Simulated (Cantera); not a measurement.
Cantera run, input and output.

```python
import numpy as np
import cantera as ct

gas = ct.Solution("h2o2.yaml")
gas.TPX = 1175, 2666, {'H2': 0.29, 'O2': 1}
inlet = ct.Reservoir(gas, clone=True)

reactor = ct.IdealGasConstPressureReactor(gas, energy="off", clone=False)
exhaust = ct.Reservoir(gas, clone=True)
tau = [6.4, 2.5, 0.96, 0.37, 0.14, 0.055, 0.021, 0.0083, 0.0032][0]
for a, b in ((inlet, reactor), (reactor, exhaust)):
    ct.MassFlowController(a, b, mdot=lambda t: reactor.mass / tau)
net = ct.ReactorNet([reactor])
show = ['H2', 'O2', 'H2O2', 'O', 'H2O', 'HO2', 'H']

rows = []
print(f"{'tau/s':>10s}{'T/K':>9s}" + "".join(f"{s:>11s}" for s in show))
for tau in [6.4, 2.5, 0.96, 0.37, 0.14, 0.055, 0.021, 0.0083, 0.0032]:
    net.initial_time = 0.0
    net.advance(30 * tau)
    before = gas.X
    net.advance(40 * tau)
    drift = np.max(np.abs(gas.X - before) / (gas.X + 1e-9))
    rows.append([gas.T, *gas[show].X, drift])
    print(f"{tau:10.3e}{gas.T:9.1f}" + "".join(f"{x:11.3e}" for x in gas[show].X))
```

It prints:

```
     tau/s      T/K         H2         O2       H2O2          O        H2O        HO2          H
 6.400e+00   1175.0  1.419e-04  7.462e-01  3.044e-07  3.080e-04  2.527e-01  3.117e-06  2.209e-05
 2.500e+00   1175.0  2.610e-04  7.458e-01  4.102e-07  5.782e-04  2.523e-01  4.925e-06  5.679e-05
 9.600e-01   1175.0  4.818e-04  7.452e-01  5.391e-07  1.093e-03  2.517e-01  7.430e-06  1.481e-04
 3.700e-01   1175.0  8.793e-04  7.441e-01  6.831e-07  2.049e-03  2.507e-01  1.051e-05  3.832e-04
 1.400e-01   1175.0  1.606e-03  7.421e-01  8.334e-07  3.848e-03  2.488e-01  1.398e-05  1.003e-03
 5.500e-02   1175.0  2.832e-03  7.387e-01  9.627e-07  6.951e-03  2.455e-01  1.721e-05  2.503e-03
 2.100e-02   1175.0  5.016e-03  7.324e-01  1.055e-06  1.247e-02  2.390e-01  1.992e-05  6.261e-03
 8.300e-03   1175.0  8.558e-03  7.221e-01  1.082e-06  2.101e-02  2.273e-01  2.144e-05  1.439e-02
 3.200e-03   1175.0  1.445e-02  7.067e-01  1.042e-06  3.288e-02  2.072e-01  2.148e-05  3.017e-02
```

Cantera simulation using the H2/O2 subset of GRI-Mech 3.0, which has no nitrogen chemistry; the numbers are that mechanism's predictions, not measurements. Radical loss at walls, strong at low pressure, is not modelled. The temperature is held fixed by assumption; the heat of reaction is taken as removed at once.
